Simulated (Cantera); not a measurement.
Cantera run, input and output.

```python
import numpy as np
import cantera as ct

gas = ct.Solution("gri30.yaml")
gas.TP = 300, 101325
flame = ct.CounterflowDiffusionFlame(gas, width=0.02)
flame.fuel_inlet.X, flame.fuel_inlet.T = {'CH4': 1}, 500
flame.oxidizer_inlet.X, flame.oxidizer_inlet.T = {'O2': 0.26, 'N2': 0.74}, 723
flame.set_refine_criteria(ratio=3, slope=0.12, curve=0.24, prune=0.03)
show = ['OH', 'H', 'NO', 'CO', 'C2H2']

rows = []
print(f"{'mdot':>8s}{'a_max':>10s}{'a_mean':>10s}{'Tmax/K':>9s}" + "".join(f"{s:>11s}" for s in show) + "   (peak mole fractions)")
for i, mdot in enumerate([0.25, 0.33, 0.42, 0.54, 0.69, 0.89, 1.1, 1.5, 1.9, 2.4]):  # kg/m2/s on the oxidiser side
    flame.oxidizer_inlet.mdot, flame.fuel_inlet.mdot = mdot, 0.73 * mdot
    flame.solve(loglevel=0, auto=(i == 0))
    if flame.T.max() < max(500, 723) + 100:
        print(f"{mdot:8.3g}  no burning solution found from the previous one")
        break
    dT = np.abs(np.gradient(flame.T, flame.grid))
    rows.append([flame.strain_rate("max"), flame.strain_rate("mean"), flame.T.max(),
                 *(flame.X[gas.species_index(s)].max() for s in show), max(dT[0], dT[-1]) / dT.max()])
    print(f"{mdot:8.3g}{rows[-1][0]:10.1f}{rows[-1][1]:10.1f}{rows[-1][2]:9.1f}" + "".join(f"{x:11.3e}" for x in rows[-1][3:-1]))
```

It prints:

```
    mdot     a_max    a_mean   Tmax/K         OH          H         NO         CO       C2H2   (peak mole fractions)
    0.25     237.2      48.9   2402.8  1.580e-02  7.147e-03  7.097e-04  9.398e-02  2.320e-02
    0.33     304.2      64.5   2383.6  1.587e-02  7.431e-03  6.359e-04  9.224e-02  2.273e-02
    0.42     377.5      82.1   2367.3  1.583e-02  7.643e-03  5.801e-04  9.059e-02  2.219e-02
    0.54     473.2     105.5   2353.8  1.578e-02  7.877e-03  5.321e-04  8.909e-02  2.168e-02
    0.69     590.9     134.9   2343.5  1.575e-02  8.132e-03  4.921e-04  8.777e-02  2.118e-02
    0.89     744.9     174.0   2333.3  1.569e-02  8.381e-03  4.527e-04  8.636e-02  2.056e-02
     1.1     904.2     215.0   2325.5  1.563e-02  8.590e-03  4.219e-04  8.538e-02  2.009e-02
     1.5    1200.9     293.2   2311.8  1.542e-02  8.840e-03  3.746e-04  8.385e-02  1.924e-02
     1.9    1490.7     371.4   2299.6  1.518e-02  8.985e-03  3.372e-04  8.275e-02  1.850e-02
     2.4    1847.6     469.1   2286.2  1.487e-02  9.088e-03  2.992e-04  8.171e-02  1.768e-02
```

Computed with Cantera and GRI-Mech 3.0 (53 species, 325 reactions). GRI-Mech 3.0 has no aromatics or soot, which form on the fuel side of real flames. The maximum strain rate includes the flame's own expansion and is several times the mean.
